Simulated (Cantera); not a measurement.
Source: NASA polynomial tables (part measured, part estimated), evaluated in Cantera. Values are per mole of reaction as written; species without (g) are pure solids or liquids, kept so even where they would boil at 1 bar.

Question: Between 300 and 725 K, where is each reaction favourable under standard conditions?
- SF₄(g) + 3 Ca(g) ⇌ CaS + 2 CaF₂

Answer: 
- SF₄(g) + 3 Ca(g) ⇌ CaS + 2 CaF₂: ΔG° is -2524 kJ at 300 K and -2292 kJ at 725 K; it stays negative (K > 1). ΔH° is -2675 kJ and ΔS° -528 J/K at 725 K.
